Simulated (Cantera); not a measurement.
Charge: 1 mol NiS, 90 mol H₂, equilibrated at 0.100 bar.

Cantera equilibrium calculation (NASA polynomials, part measured and part estimated; ideal gas, pure solids and liquids). Candidate condensed phases: Ni, NiS, NiS₂, Ni₃S₂, Ni₃S₄, S; 9 gas species. Metal and sulfide melt together well below either melting point, which pure phases cannot show. Mutual solubility and eutectic melting of coexisting phases are not modelled. Gases not in the tables: S₃ to S₇. Equilibrium is a limit: real reactors are often held back by kinetics, nucleation or transport.

x: gas mole fraction; n: condensed amount in mol.

```csv
T (K),x H₂,x H₂S,x SH,x H,x S₂,n Ni₃S₂(s),n Ni(s),n Ni₃S₂(l),n Ni(l)
848,0.996,0.00370,2.05e-9,6.01e-11,1.57e-10,0.333,0,0,0
948,0.996,0.00370,2.39e-8,1.65e-9,2.29e-9,0.333,0,0,0
1048,0.996,0.00425,2.01e-7,2.44e-8,2.66e-8,0.309,0.0738,0,0
1148,0.994,[?],[?],[?],[?],0,[?],[?],0
1248,0.992,0.00789,7.74e-6,1.47e-6,2.55e-6,0,0.566,0.145,0
1348,0.990,[?],[?],[?],[?],0,[?],[?],0
1448,0.989,0.0109,9.62e-5,2.90e-5,5.46e-5,0,1.000,0,0
1548,0.989,0.0106,0.000227,9.68e-5,0.000137,0,1.000,0,0
1648,0.989,0.0100,0.000467,0.000280,0.000288,0,0.999,0,0
1748,0.989,0.00917,0.000848,0.000718,0.000513,0,0,0,0.993
```

### Question
Some entries are withheld; supply them.

### Answer

- 1348, x H₂S: 0.00966
- 1348, x SH: 3.08e-5
- 1348, x H: 7.28e-6
- 1348, x S₂: 1.40e-5
- 1348, n Ni(s): 0.812
- 1348, n Ni₃S₂(l): 0.0625
- 1148, x H₂S: 0.00607
- 1148, x SH: 1.49e-6
- 1148, x H: 2.26e-7
- 1148, x S₂: 3.30e-7
- 1148, n Ni(s): 0.320
- 1148, n Ni₃S₂(l): 0.227
